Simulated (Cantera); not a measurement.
# Premixed flame

A freely propagating, adiabatic, planar premixed flame of 14.1 % CH₄, 0.424 % CO, 21.9 % O₂, 63.6 % N₂, unburnt at 325 K and 1.00 bar; mixture-averaged transport, grid criteria slope 0.08 and curve 0.16, no radiation.

Cantera simulation using GRI-Mech 3.0 (53 species, 325 reactions); the numbers are that mechanism's predictions, not measurements. Burning velocities carry a grid error of a few per cent, more on coarse grids.

```tsv
z (mm)	T (K)	u (m/s)	x CH₄	x CO	x O₂	x H	x H₂O	x H₂O₂
-1.11	325	0.531	0.141	0.00423	0.219	<1e-8	7.89e-6	<1e-8
-0.738	326	0.534	0.141	0.00424	0.218	<1e-8	0.000126	7.77e-8
-0.554	335	0.551	0.139	0.00437	0.216	<1e-8	0.00107	7.52e-7
-0.369	436	0.727	0.131	0.00670	0.208	3.12e-8	0.0121	8.03e-6
-0.185	1026	1.76	0.0878	0.0288	0.157	0.000109	0.0755	1.86e-5
-0.0923	1509	2.63	0.0472	0.0548	0.104	0.000844	0.129	7.67e-6
0	1914	3.38	0.0124	0.0809	0.0482	0.00390	0.177	1.96e-6
0.0923	2098	3.71	0.00144	0.0885	0.0171	0.00800	0.201	3.84e-7
0.185	2148	3.79	0.000114	0.0843	0.00634	0.0102	0.207	1.34e-7
0.369	2174	3.82	8.62e-7	0.0776	0.00216	0.0107	0.207	9.11e-8
0.738	2200	3.86	<1e-8	0.0751	0.00139	0.00947	0.207	7.31e-8
1.48	2231	3.90	<1e-8	0.0751	0.000924	0.00748	0.210	5.47e-8
2.95	2262	3.95	<1e-8	0.0753	0.000512	0.00538	0.212	3.59e-8
```
x: mole fraction of selected species; z is measured from the peak of heat release.

| Property | Value |
|---|---|
| laminar burning velocity | 53.0 cm/s |
| thermal thickness | 0.369 mm |
| peak x(H) | 0.0108 |
| peak x(H₂O₂) | 1.89e-5 |
| grid points | 157 |
